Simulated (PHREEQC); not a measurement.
Dissolve 0.52 mol/kgw BaCl2 and 1.8e-05 mol/kgw CO2 at 25 °C. Closed to the air; pH follows from the charge balance.

All values are PHREEQC results (ion-association model, wateq4f.dat), not measurements.

No solid was allowed to form.

Question: Estimate the pH, activity of water.

Answer: pH 5.43; activity of water 0.973.

Question: In which forms is C present?

Answer: CO2 72 %, HCO3- 19 %, BaHCO3+ 9.6 % of the C.

Ionic strength above about 0.7 mol/kgw puts this run outside the model's range.
